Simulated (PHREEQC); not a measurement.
Solution (25 °C): 1.6 mmol/kgw H2SO4, 2.3 mmol/kgw FeCl3 and 0.24 mmol/kgw MnSO4. Closed to the air; pH follows from the charge balance.

Computed with PHREEQC (ion-association model, wateq4f.dat).

```
quantity                    before     after
------------------------  --------  --------
pH                            2.46      2.79
ionic strength (mol/kgw)    0.0114    0.0107
FeSO4+ (mol/kgw)           0.00103  0.000141
SO4-2 (mol/kgw)           0.000618   8.58e-5
FeOH+2 (mol/kgw)          0.000603   0.00122
Fe+3 (mol/kgw)            0.000493  0.000475
SI of Goethite (FeOOH)       +4.71     +5.67
SI of Hematite (Fe2O3)      +11.44    +13.34
```

**Question.** Name the change that produced these shifts.
A. temperature from 25 to 45 °C
B. H2SO4 left out
C. FeCl3 from 0.0023 to 0.00115 mol/kgw
D. diluted 10-fold with water
E. temperature from 25 to 65 °C

**Answer.** B, H2SO4 left out

This is a speciation only: nothing precipitates in the calculation. Some of these states are supersaturated (in Hematite (slow to form), Goethite (slow to form), for instance).
